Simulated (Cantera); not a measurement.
## Stirred combustor or abatement burner

A perfectly stirred reactor is fed with 9.51 % CH4, 19.0 % O2, 71.5 % N2, at 1.00 bar; it is adiabatic with a 725 K inlet, and is followed from long to short residence time, starting on the burning branch (τ in s: 0.03, 0.016, 0.0086, 0.0046, 0.0024, 0.0013, 0.0007, 0.00037, 0.0002, 0.00011, 5.6e-05, 3e-05).

Detailed kinetics in Cantera: GRI-Mech 3.0 (53 species, 325 reactions).

| τ (s) | T (K) | x CH4 | x O2 | x O | x H2 | x C2H2 |
|---|---|---|---|---|---|---|
| 0.030 | 2409 | 4.41e-6 | 0.0107 | 0.00116 | 0.00791 | 5.61e-10 |
| 0.016 | 2397 | 7.66e-6 | 0.0116 | 0.00131 | 0.00832 | 1.47e-9 |
| 0.0086 | 2378 | 1.28e-5 | 0.0126 | 0.00154 | 0.00898 | 3.41e-9 |
| 0.0046 | 2350 | 2.11e-5 | 0.0141 | 0.00189 | 0.00996 | 7.12e-9 |
| 0.0024 | 2311 | 3.47e-5 | 0.0159 | 0.00241 | 0.0113 | 1.41e-8 |
| 0.0013 | 2266 | 5.57e-5 | 0.0178 | 0.00305 | 0.0128 | 2.61e-8 |
| 0.00070 | 2215 | 9.13e-5 | 0.0199 | 0.00380 | 0.0143 | 5.05e-8 |
| 0.00037 | 2160 | 0.000157 | 0.0223 | 0.00460 | 0.0159 | 1.08e-7 |
| 0.00020 | 2106 | 0.000276 | 0.0248 | 0.00525 | 0.0173 | 2.52e-7 |
| 0.00011 | 2053 | 0.000505 | 0.0280 | 0.00557 | 0.0185 | 6.69e-7 |
| 5.6e-5 | 1989 | 0.00113 | 0.0340 | 0.00517 | 0.0198 | 2.71e-6 |
| 3.0e-5 | 725 | 0.0951 | 0.190 | <1e-12 | <1e-12 | <1e-12 |
x: mole fraction; the columns are a selection and need not sum to one.
